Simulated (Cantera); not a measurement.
# Adiabatic ignition

An adiabatic, constant-pressure homogeneous reactor starts with 8.64 % CH4, 19.2 % O2, 72.2 % N2, equivalence ratio 0.90, at 1550 K and 0.474 atm.

Cantera simulation using GRI-Mech 3.0 (53 species, 325 reactions); the numbers are that mechanism's predictions, not measurements.

```json
[
 {"t (s)": "1.00e-6", "T (K)": "1550", "x CH4": "0.0864", "x O2": "0.192", "x CH3": "1.09e-7", "x OH": "5.34e-9", "x CO": "<1e-12", "x C2H2": "<1e-12", "x H": "1.85e-8"},
 {"t (s)": "4.59e-6", "T (K)": "1550", "x CH4": "0.0864", "x O2": "0.192", "x CH3": "6.34e-7", "x OH": "1.87e-8", "x CO": "3.87e-12", "x C2H2": "<1e-12", "x H": "2.44e-8"},
 {"t (s)": "2.10e-5", "T (K)": "1550", "x CH4": "0.0864", "x O2": "0.192", "x CH3": "3.37e-6", "x OH": "3.16e-8", "x CO": "2.56e-10", "x C2H2": "<1e-12", "x H": "2.74e-8"},
 {"t (s)": "9.65e-5", "T (K)": "1550", "x CH4": "0.0863", "x O2": "0.192", "x CH3": "2.05e-5", "x OH": "1.12e-7", "x CO": "2.95e-8", "x C2H2": "6.60e-12", "x H": "4.75e-8"},
 {"t (s)": "0.000443", "T (K)": "1550", "x CH4": "0.0859", "x O2": "0.191", "x CH3": "0.000211", "x OH": "1.03e-6", "x CO": "1.25e-5", "x C2H2": "1.39e-8", "x H": "4.17e-7"},
 {"t (s)": "0.00203", "T (K)": "2632", "x CH4": "<1e-12", "x O2": "0.0354", "x CH3": "<1e-12", "x OH": "0.0225", "x CO": "0.0360", "x C2H2": "<1e-12", "x H": "0.0111"},
 {"t (s)": "0.00932", "T (K)": "2672", "x CH4": "<1e-12", "x O2": "0.0310", "x CH3": "<1e-12", "x OH": "0.0208", "x CO": "0.0345", "x C2H2": "<1e-12", "x H": "0.00897"},
 {"t (s)": "0.0428", "T (K)": "2670", "x CH4": "<1e-12", "x O2": "0.0304", "x CH3": "<1e-12", "x OH": "0.0206", "x CO": "0.0345", "x C2H2": "<1e-12", "x H": "0.00892"},
 {"t (s)": "0.196", "T (K)": "2670", "x CH4": "<1e-12", "x O2": "0.0304", "x CH3": "<1e-12", "x OH": "0.0206", "x CO": "0.0345", "x C2H2": "<1e-12", "x H": "0.00892"},
 {"t (s)": "0.900", "T (K)": "2670", "x CH4": "<1e-12", "x O2": "0.0304", "x CH3": "<1e-12", "x OH": "0.0206", "x CO": "0.0345", "x C2H2": "<1e-12", "x H": "0.00892"}
]
```
x: mole fraction; the columns are a selection and need not sum to one.

* **time of steepest temperature rise**: 1.27 ms
* **temperature at 0.900 s**: 2670 K
* **equilibrium temperature**: 2670 K
* **x(CH4) at 0.900 s**: <1e-12 (gas-phase equilibrium <1e-12)
* **x(O2) at 0.900 s**: 0.0304 (gas-phase equilibrium 0.0304)
* **x(CH3) at 0.900 s**: <1e-12 (gas-phase equilibrium <1e-12)
